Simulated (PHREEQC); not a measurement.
Solution (61 °C): 0.0068 mol Pb(NO3)2, 0.013 mol MgSO4 and 0.00091 mol Na2SO4 per kg of water. Closed to the air; pH follows from the charge balance.

Computed with PHREEQC (ion-association model, phreeqc.dat).

Precipitation was switched off in this run.

Task: Predict the pH, ionic strength.

Result: pH 5.30; ionic strength 0.0426 mol/kgw.

Task: In which forms is Na present?

Result: Na+ 98 %, NaSO4- 1.6 % of the Na.

Examples of supersaturated solids here: Anglesite, Pb(OH)2. Others may be too. Away from 25 °C the constants follow the database's enthalpies or fits; those with neither stay at their 25 °C values.
